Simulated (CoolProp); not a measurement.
R1233zd(E) at several states: density (kg/m³) from the reference equation and from simpler models built on Tc = 438.9 K, pc = 3.583 MPa, ω = 0.304; each cubic takes its own stable root.

Model: reference Helmholtz-energy equation of state, Akasaka 2022, in CoolProp.

| T (K) | p (MPa) | phase | reference |
|---|---|---|---|
| 174.5 | 0.0782 | liquid | 1529 |
| 222 | 5.84 | liquid | 1440 |
| 423 | 0.243 | gas | 9.275 |
| 271.2 | 1.49 | liquid | 1329 |

Problem. How far does each simpler model (van der Waals, Soave-Redlich-Kwong, Peng-Robinson) lie from the reference over these 4 states: mean and median of the absolute difference, and the worst?

Solution. 
- van der Waals: mean 31.0 %, median 40.7 %, worst -42.1 % at 174.5 K and 0.0782 MPa
- Soave-Redlich-Kwong: mean 8.3 %, median 10.4 %, worst -12.3 % at 174.5 K and 0.0782 MPa
- Peng-Robinson: mean 0.9 %, median 0.9 %, worst -1.6 % at 174.5 K and 0.0782 MPa
